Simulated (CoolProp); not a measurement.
Vapour-liquid equilibrium of R143a (1) + R152A (2) at 175.1 K; x and y are mole fractions of (1).

Model: multi-fluid Helmholtz-energy mixture model, Lemmon and Jacobsen 2000 and Outcalt 1996; pair parameters Bell 2016, in CoolProp.

### Question
Give the bubble pressure and the first vapour's composition at x = 0.25, 0.35, 0.65. Is there an azeotrope?

### Answer
x = 0.25: 0.001783 MPa, y = 0.694; x = 0.35: 0.002116 MPa, y = 0.770; x = 0.65: 0.002977 MPa, y = 0.900. No azeotrope shows between x = 0.05 and 0.95.

The pair parameters rest on a limited set of measurements; away from them the model extrapolates.
